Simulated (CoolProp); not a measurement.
Saturation properties of R1224YDZ (Tc = 428.7 K, pc = 3.334 MPa, ω = 0.325).

Computed with CoolProp (reference Helmholtz-energy equation of state, Akasaka 2023).

```
T (K)     p (MPa)  liquid density (kg/m³)  vapour density (kg/m³)  enthalpy of vaporisation (kJ/kg)
-----  ----------  ----------------------  ----------------------  --------------------------------
315.2      0.2599                    1311                   16.19                             155.7
318.8      0.2904                    1301                   18.01                             153.8
322.5      0.3244                    1290                   20.05                             151.7
326.2      0.3613                    1278                   22.27                             149.6
329.8      0.4003                    1267                   24.62                             147.6
333.5      0.4435                    1255                   27.24                             145.4
337.2      0.4901                    1244              (withheld)                             143.2
340.8      0.5390                    1232                   33.08                             140.9
344.5  (withheld)                    1219                   36.41                             138.6
348.2      0.6508                    1207                   40.03                             136.1
351.8  (withheld)                    1194                   43.83                             133.7
355.5      0.7772                    1180                   48.07                             131.2
359.2      0.8479                    1167                   52.66                             128.5
362.8      0.9212                    1153                   57.50                             125.8
366.5       1.001                    1139                   62.90                             123.0
```

Problem. What belongs in the gaps?

Solution. 
- 337.2, vapour density (kg/m³): 30.08
- 344.5, p (MPa): 0.5929
- 351.8, p (MPa): 0.7110

It boils at 288.0 K under 1 atm.
